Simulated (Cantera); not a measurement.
Input: 1 mol C2F6, 0.91 mol H2, held at 42.0 Torr.

These are equilibrium values from Cantera (NASA tables, ideal gas, pure condensed phases), not measurements of a reactor. Candidate condensed phases: C, C6H6, C7H8, C8H18; 95 gas species. The feed counts by its element totals alone. Gases not in the tables: C2F6 and larger saturated fluorocarbons. Kinetics and transport are ignored. All values below are at 750 °C.

Base state: HF 0.635, CF4 0.365 (mole fractions); condensed: C(graphite).

### Question
What changes in the equilibrium state with this change: C2F6 replaced by CH2F2?

### Answer
```
species           before     after
----------------  ------  --------
HF                 0.635     0.688
H2                 <1e-9     0.312
CH4                <1e-9  0.000409
CF4                0.365     <1e-9
C(graphite), mol   0.955     0.999
```
